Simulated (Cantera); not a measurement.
Cantera run:

```python
import numpy as np
import cantera as ct

gas_names = """
    C CH CH2 CH3 CH2OH CH3O CH4 CH3OH CO CO2 COOH C2 C2H CHCO,ketyl C2H2,acetylene C2H2,vinylidene
    CH2CO,ketene C2H3,vinyl CH3CO,acetyl C2H4 C2H4O,ethylen CH3CHO,ethanal CH3COOH (HCOOH)2 C2H5 C2H6
    CH3OCH3 C2H5OH C2O C3 C3H3,propargyl C3H4,allene C3H4,propyne C3H4,cyclo- C3H5,allyl C3H6,propylene
    C3H6,cyclo- C3H6O C3H7,n-propyl C3H7,i-propyl C3H8 C3H8O,1propanol C3H8O,2propanol C3O2 C4 C4H2
    C4H4,1,3-cyclo- C4H6,butadiene C4H6,2-butyne C4H6,cyclo- C4H8,1-butene C4H8,cis2-buten
    C4H8,tr2-butene C4H8,isobutene C4H8,cyclo- (CH3COOH)2 C4H9,n-butyl C4H9,i-butyl C4H9,s-butyl
    C4H9,t-butyl C4H10,isobutane C4H10,n-butane C5 C5H6,1,3cyclo- C5H8,cyclo- C5H10,1-pentene
    C5H10,cyclo- C5H11,pentyl C5H11,t-pentyl C5H12,n-pentane C5H12,i-pentane CH3C(CH3)2CH3 C6H2
    C6H5,phenyl C6H5O,phenoxy C6H6 C6H5OH,phenol C6H10,cyclo- C6H12,1-hexene C6H12,cyclo- C6H13,n-hexyl
    C7H7,benzyl C7H8 C7H8O,cresol C7H14,1-heptene C7H15,n-heptyl C7H16,n-heptane C8H8,styrene
    C8H10,ethylbenz C8H16,1-octene C8H17,n-octyl C8H18,isooctane C8H18,n-octane C9H19,n-nonyl
    C10H8,naphthale C10H21,n-decyl C12H9,o-bipheny C12H10,bipheny H HCO HO2 H2 HCHO,formaldehy HCOOH H2O
    H2O2 O OH O2 O3
""".split()
cond_names = """
    C(gr) C6H6(L) C7H8(L) C8H18(L),n-octa H2O(s) H2O(L)
""".split()


def load(file, names, dense=False):
    # The tables refer to 1 bar. Condensed volumes are neglected.
    table = {s.name: s for s in ct.Species.list_from_file(file)}
    out = []
    for n in names:
        d = dict(table[n].input_data)
        d["thermo"] = dict(d["thermo"], **{"reference-pressure": 1e5})
        if dense:
            d["equation-of-state"] = {"model": "constant-volume", "density": "1e6 g/cm^3"}
        out.append(ct.Species.from_dict(d))
    return out


gas = ct.Solution(thermo="ideal-gas", species=load("nasa_gas.yaml", gas_names))
cond = {s.name: ct.Solution(thermo="fixed-stoichiometry", species=[s], name=s.name)
        for s in load("nasa_condensed.yaml", cond_names, dense=True)}
atoms = {
    'C3H8': {'C': 3, 'H': 8},
    'CO2': {'C': 1, 'O': 2},
    'H2': {'H': 2},
}
top_T = {'C(gr)': 4500}  # K; cautious upper limits of use, not melting points


def equilibrate(T, P, feed):
    n = {}
    for name, mol in feed.items():
        for a, k in atoms[name].items():
            n[a] = n.get(a, 0.0) + k * mol
    gas.TPX = T, P, n
    mass = sum(n.values()) * gas.mean_molecular_weight
    gas.equilibrate("TP")
    valid = [c for c in cond.values() if c.min_temp <= T <= top_T.get(c.name, c.max_temp)]
    mix = ct.Mixture([(gas, mass / gas.mean_molecular_weight)] + [(c, 0.0) for c in valid])
    mix.T, mix.P = T, P
    mix.equilibrate("TP", solver="vcs", rtol=1e-11, max_steps=5000)
    return mix


results = []
T = 825  # K
P = 10000  # Pa
for m in [0.038, 0.048, 0.06, 0.075, 0.095, 0.12, 0.15, 0.19, 0.24, 0.3, 0.37, 0.47, 0.59]:
    feed = {'C3H8': 1, 'CO2': m, 'H2': 5.5}  # mol
    mix = equilibrate(T, P, feed)
    results.append((T, P, feed, dict(zip(mix.species_names, mix.species_moles))))

top = {s: max(r[3][s] / sum(r[3][g] for g in gas_names) for r in results) for s in gas_names}
cols = sorted((s for s in top if top[s] > 0.001), key=lambda s: -top[s])[:9]
seen = [c for c in cond_names if any(r[3].get(c, 0) > 1e-12 for r in results)]
print("log10 of partial pressures in bar; condensed amounts in mol")
print(f"{'n(CO2)':>10s}" + "".join(f"{s[:9]:>10s}" for s in cols + seen))
for T, P, feed, n in results:
    ng = sum(n[g] for g in gas_names)
    print(f"{feed['CO2']:10.4g}" + "".join(f"{np.log10(max(n[s] / ng * P / 1e5, 1e-99)):10.3f}" for s in cols)
          + "".join(f"{n.get(c, 0):10.4g}" for c in seen))
```

It prints:

```
log10 of partial pressures in bar; condensed amounts in mol
    n(CO2)        H2       CH4       H2O        CO       CO2     C(gr)
     0.038    -1.038    -2.120    -3.345    -3.407    -5.161      2.33
     0.048    -1.039    -2.122    -3.246    -3.308    -4.962     2.333
      0.06    -1.040    -2.124    -3.152    -3.213    -4.772     2.336
     0.075    -1.042    -2.127    -3.060    -3.119    -4.584      2.34
     0.095    -1.043    -2.130    -2.962    -3.020    -4.386     2.345
      0.12    -1.046    -2.135    -2.867    -2.923    -4.192      2.35
      0.15    -1.048    -2.140    -2.778    -2.831    -4.009     2.357
      0.19    -1.052    -2.147    -2.686    -2.735    -3.817     2.365
      0.24    -1.056    -2.155    -2.597    -2.642    -3.630     2.375
       0.3    -1.061    -2.165    -2.514    -2.555    -3.455     2.386
      0.37    -1.066    -2.176    -2.439    -2.474    -3.294     2.397
      0.47    -1.074    -2.192    -2.358    -2.385    -3.115     2.411
      0.59    -1.083    -2.210    -2.284    -2.302    -2.950     2.425
```

These are equilibrium values from Cantera (NASA tables, ideal gas, pure condensed phases), not measurements of a reactor.
